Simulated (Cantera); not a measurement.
Feed: 1 mol SiH2Cl2, 0.033 mol Cl2, 7.8 mol H2, equilibrated at 1.30 bar.

Cantera equilibrium calculation (NASA polynomials, part measured and part estimated; ideal gas, pure solids and liquids). Candidate condensed phases: Si; 19 gas species. Kinetics and transport are ignored.

Task: What share of the Si ends up in condensed phases as a function of T (°C), at 927, 1002, 1077, 1152, 1227, 1302, 1377?

Result: 
```csv
T (°C),Si condensed (%),as
927,47.9,Si(s)
1002,50.0,Si(s)
1077,51.5,Si(s)
1152,52.1,Si(s)
1227,51.8,Si(s)
1302,51.1,Si(s)
1377,50.3,Si(s)
```
